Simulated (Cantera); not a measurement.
**Premixed flame**

A freely propagating, adiabatic, planar premixed flame of H2 : O2 : N2 = 1 : 0.217 : 0.817 (molar parts), unburnt at 323 K and 308 Torr; mixture-averaged transport, grid criteria slope 0.08 and curve 0.16, no radiation.

Model: the H2/O2 subset of GRI-Mech 3.0, which has no nitrogen chemistry, integrated in Cantera. Burning velocities carry a grid error of a few per cent, more on coarse grids.

```tsv
z (mm)	T (K)	u (m/s)	x H2	x O2	x O	x HO2	x OH	x H
-3.40	323	2.96	0.492	0.107	<1e-8	<1e-8	<1e-8	<1e-8
-2.26	323	2.96	0.492	0.107	<1e-8	<1e-8	<1e-8	<1e-8
-1.70	323	2.96	0.492	0.107	<1e-8	<1e-8	<1e-8	<1e-8
-1.13	323	2.96	0.492	0.107	<1e-8	2.26e-8	<1e-8	<1e-8
-0.566	346	3.15	0.488	0.107	2.24e-6	0.000121	2.45e-5	1.81e-5
-0.283	636	5.62	0.454	0.100	0.000149	0.000118	0.000638	0.00627
0	1022	8.80	0.374	0.0718	0.00155	3.94e-5	0.000871	0.0376
0.283	1280	10.9	0.291	0.0240	0.00220	1.18e-5	0.00171	0.0722
0.566	1394	11.9	0.263	0.00449	0.000932	2.11e-6	0.00165	0.0807
1.13	1492	12.7	0.264	0.000302	0.000435	1.34e-7	0.00175	0.0729
2.26	1591	13.4	0.273	0.000133	0.000345	5.88e-8	0.00190	0.0593
4.53	1693	14.2	0.282	8.75e-5	0.000237	3.89e-8	0.00186	0.0448
9.06	1781	14.8	0.290	4.90e-5	0.000137	2.33e-8	0.00161	0.0317
```
x: mole fraction of selected species; z is measured from the peak of heat release.

The laminar burning velocity is 296 cm/s and the thermal thickness is 1.13 mm. The peak x(O) is 0.00243. The peak x(HO2) comes out as 0.000251 and the peak x(OH) comes out as 0.00191. The peak x(H) comes out as 0.0807.
